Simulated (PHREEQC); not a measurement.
Dissolve 0.046 mol ZnSO4, 0.02 mol ZnCl2 and 0.00089 mol HCl per kg of water at 25 °C. Closed to the air; pH follows from the charge balance.

Computed with PHREEQC (ion-association model, phreeqc.dat).

Precipitation was switched off in this run.

Predict the pH, density.

pH 3.36; density 1.007 g/cm³.

In which forms is S present?

ZnSO4 43 %, SO4-2 43 %, Zn(SO4)2-2 14 %, HSO4- 0.8 % of the S.

Complexes and solids missing from the database can't appear.
